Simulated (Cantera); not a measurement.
Feed: 1 mol BF3, 97 mol H2, 68 mol N2, held at 13.3 mbar.

Cantera equilibrium calculation (NASA polynomials, part measured and part estimated; ideal gas, pure solids and liquids). Candidate condensed phases: B, BN; 31 gas species. N2 is the only nitrogen source here; it is nearly inert below about 1500 K, so the nitride shown seldom forms there in practice. The tables' values for BF2 are old estimates; treat these amounts as uncertain. Rates play no part.

x: gas mole fraction; n: condensed amount in mol.

```csv
T (K),x H2,x N2,x H,x HF,x BF,x BF3,x BF2,n BN(s)
1000,0.582,0.409,1.50e-8,0.00467,<1e-12,0.00447,6.67e-9,0.258
1100,0.581,0.409,1.71e-7,0.00574,4.87e-11,0.00410,9.63e-8,0.317
1200,0.581,0.409,1.30e-6,0.00678,2.31e-9,0.00375,8.76e-7,0.374
1300,0.580,0.408,7.30e-6,0.00775,5.96e-8,0.00341,5.57e-6,0.426
1400,0.580,0.408,___,___,___,___,2.67e-5,0.471
1500,0.579,0.408,0.000116,0.00938,1.04e-5,0.00274,0.000102,0.505
1600,0.579,0.408,0.000358,0.00992,8.21e-5,0.00235,0.000316,0.512
1700,0.578,0.408,0.000970,0.0100,0.000487,0.00182,0.000789,0.443
1800,0.576,0.407,0.00235,0.00915,0.00214,0.00109,0.00146,0.174
1900,0.573,0.407,___,0.00953,___,___,0.00142,0
2000,0.568,0.405,0.0106,0.0106,0.00473,0.000148,0.00101,0
2100,0.560,0.403,0.0202,0.0111,0.00518,4.84e-5,0.000665,0
```

Q: Some entries are withheld; supply them.

A: 
- 1400, x H: 3.21e-5
- 1400, x HF: 0.00863
- 1400, x BF: 9.54e-7
- 1400, x BF3: 0.00308
- 1900, x H: 0.00520
- 1900, x BF: 0.00397
- 1900, x BF3: 0.000432
